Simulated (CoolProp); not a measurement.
n-nonane along the isobar 6450 kPa: fugacity coefficient from the reference equation and from simpler models built on Tc = 321.4 °C, pc = 2282 kPa, ω = 0.443; each cubic takes its own stable root.

Model: reference Helmholtz-energy equation of state, Lemmon 2006, in CoolProp. It is a short technical equation, of lower accuracy than the large ones.

```json
[
 {"T (°C)": "198.25", "phase": "liquid", "reference": "0.06011"},
 {"T (°C)": "206.75", "phase": "liquid", "reference": "0.07007"},
 {"T (°C)": "215.35", "phase": "liquid", "reference": "0.08118"},
 {"T (°C)": "223.95", "phase": "liquid", "reference": "0.09336"},
 {"T (°C)": "232.55", "phase": "liquid", "reference": "0.1066"},
 {"T (°C)": "241.05", "phase": "liquid", "reference": "0.1207"},
 {"T (°C)": "249.65", "phase": "liquid", "reference": "0.1361"},
 {"T (°C)": "258.25", "phase": "liquid", "reference": "0.1525"},
 {"T (°C)": "266.85", "phase": "liquid", "reference": "0.1698"},
 {"T (°C)": "275.35", "phase": "liquid", "reference": "0.1879"},
 {"T (°C)": "283.95", "phase": "liquid", "reference": "0.2072"},
 {"T (°C)": "292.55", "phase": "liquid", "reference": "0.2272"},
 {"T (°C)": "301.15", "phase": "liquid", "reference": "0.2480"},
 {"T (°C)": "309.65", "phase": "liquid", "reference": "0.2692"},
 {"T (°C)": "318.25", "phase": "liquid", "reference": "0.2913"},
 {"T (°C)": "326.85", "phase": "supercritical", "reference": "0.3139"}
]
```

Problem. How far does each simpler model (Soave-Redlich-Kwong, Peng-Robinson) lie from the reference over these 16 states: mean and median of the absolute difference, and the worst?

Solution. 
- Soave-Redlich-Kwong: mean 9.8 %, median 10.0 %, worst +10.3 % at 292.55 °C and 6450 kPa
- Peng-Robinson: mean 2.7 %, median 2.7 %, worst +2.9 % at 292.55 °C and 6450 kPa
